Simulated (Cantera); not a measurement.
Ammonia decomposition in nitride growth gas

An isothermal, constant-pressure homogeneous reactor starts with 86.2 % NH3, 13.8 % N2, at 1900 K and 0.0118 atm.

Computed with Cantera and the gas-phase N/H chemistry of the illustrative SiF4/NH3 mechanism in the Surface Chemkin manual (1991). Walls and surfaces, which speed up NH3 decomposition in real reactors, are not modelled.

```csv
t (s),x NH3,x NH,x N,x N2H4,x N2H2
5.00e-6,0.862,<1e-12,<1e-12,<1e-12,<1e-12
1.28e-5,0.862,1.26e-12,<1e-12,<1e-12,<1e-12
3.27e-5,0.862,1.23e-11,<1e-12,<1e-12,1.60e-12
8.36e-5,0.862,1.02e-10,<1e-12,<1e-12,2.86e-11
0.000214,0.862,8.80e-10,<1e-12,2.47e-12,4.16e-10
0.000547,0.862,8.40e-9,1.80e-12,1.78e-11,4.77e-9
0.00140,0.862,7.91e-8,4.01e-11,1.21e-10,4.33e-8
0.00358,0.862,5.62e-7,4.92e-10,7.89e-10,3.52e-7
0.00914,0.861,2.55e-6,2.84e-9,4.82e-9,2.51e-6
0.0234,0.857,6.39e-6,1.81e-8,1.65e-8,9.30e-6
0.0598,0.845,8.12e-6,6.52e-8,1.84e-8,1.10e-5
0.153,0.814,9.71e-6,1.80e-7,1.60e-8,1.03e-5
0.391,0.740,1.15e-5,3.92e-7,1.25e-8,8.79e-6
1.00,0.590,1.22e-5,6.25e-7,8.39e-9,6.09e-6
```
x: mole fraction; the columns are a selection and need not sum to one.

Equilibrium at this temperature and pressure: NH3 9.03e-8, NH 7.75e-10, N 9.91e-10, N2H4 <1e-12, N2H2 <1e-12 (gas phase only).
